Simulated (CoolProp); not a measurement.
Values from CoolProp's reference Helmholtz-energy equation of state, Colonna 2008. It is a short technical equation, of lower accuracy than the large ones.

### Question
Give the vapour pressure (MPa), liquid density (kg/m³), enthalpy of vaporisation (kJ/kg) of saturated dodecamethylcyclohexasiloxane (D6) at 425.9 K.

### Answer
| T (K) | p (MPa) | liquid density (kg/m³) | enthalpy of vaporisation (kJ/kg) |
|---|---|---|---|
| 425.9 | 0.00722 | 824 | 124 |
